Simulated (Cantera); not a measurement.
A perfectly stirred reactor is fed with H2 : O2 : N2 : H2O = 1.2 : 1 : 0.55 : 0.013 (molar parts), at 0.132 atm; it is held at 1125 K, and followed from long to short residence time.

Computed with Cantera and the H2/O2 subset of GRI-Mech 3.0, which has no nitrogen chemistry. The temperature is held fixed by assumption; the heat of reaction is taken as removed at once.

x: mole fraction; the columns are a selection and need not sum to one.

| τ (s) | x H2 | x O2 | x H2O2 | x O | x OH | x HO2 | x H |
|---|---|---|---|---|---|---|---|
| 0.65 | 0.000976 | 0.185 | 2.50e-6 | ? | 0.000422 | 2.14e-5 | 3.47e-5 |
| 0.32 | 0.00154 | 0.185 | 3.20e-6 | ? | 0.000539 | 2.88e-5 | 7.06e-5 |
| 0.16 | 0.00240 | 0.186 | 3.96e-6 | ? | 0.000689 | 3.67e-5 | 0.000141 |
| 0.081 | 0.00365 | 0.186 | 4.71e-6 | ? | 0.000885 | 4.47e-5 | 0.000278 |
| 0.041 | 0.00552 | 0.186 | 5.44e-6 | ? | 0.00114 | 5.24e-5 | 0.000545 |
| 0.020 | 0.00843 | 0.187 | 6.12e-6 | ? | 0.00150 | 5.98e-5 | 0.00111 |
| 0.010 | 0.0126 | 0.189 | 6.65e-6 | ? | 0.00197 | 6.58e-5 | 0.00218 |
| 0.0051 | 0.0184 | 0.191 | 7.01e-6 | ? | 0.00255 | 7.04e-5 | 0.00417 |
| 0.0026 | 0.0267 | 0.193 | 7.16e-6 | ? | 0.00330 | 7.38e-5 | 0.00787 |
| 0.0013 | 0.0388 | 0.198 | 7.03e-6 | ? | 0.00426 | 7.58e-5 | 0.0148 |
| 0.00065 | 0.0557 | 0.204 | 6.60e-6 | ? | 0.00540 | 7.60e-5 | 0.0268 |

**Question.** Complete the blanks.

**Answer.** 
- 0.65, x O: 0.000101
- 0.32, x O: 0.000166
- 0.16, x O: 0.000269
- 0.081, x O: 0.000428
- 0.041, x O: 0.000675
- 0.020, x O: 0.00108
- 0.010, x O: 0.00167
- 0.0051, x O: 0.00253
- 0.0026, x O: 0.00378
- 0.0013, x O: 0.00563
- 0.00065, x O: 0.00823
